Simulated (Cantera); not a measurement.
Mixture: 10.3 % CH4, 10.3 % H2, 12.8 % O2, 66.7 % N2, equivalence ratio 2.0, at 8.88 atm, adiabatic and at constant volume. Ignition delay is the time to a rise of 400 K.

Detailed kinetics in Cantera: GRI-Mech 3.0 (53 species, 325 reactions).

Question: Predict: delay at 1100 K; delay at 1250 K; delay at 1400 K; delay at 1550 K; apparent activation energy between 1475 and 1625 K.

Answer: 
| Item | Result |
|---|---|
| delay at 1100 K | 1.11 ms |
| delay at 1250 K | 0.177 ms |
| delay at 1400 K | 63.3 µs |
| delay at 1550 K | 26.2 µs |
| apparent activation energy between 1475 and 1625 K | 110 kJ/mol |
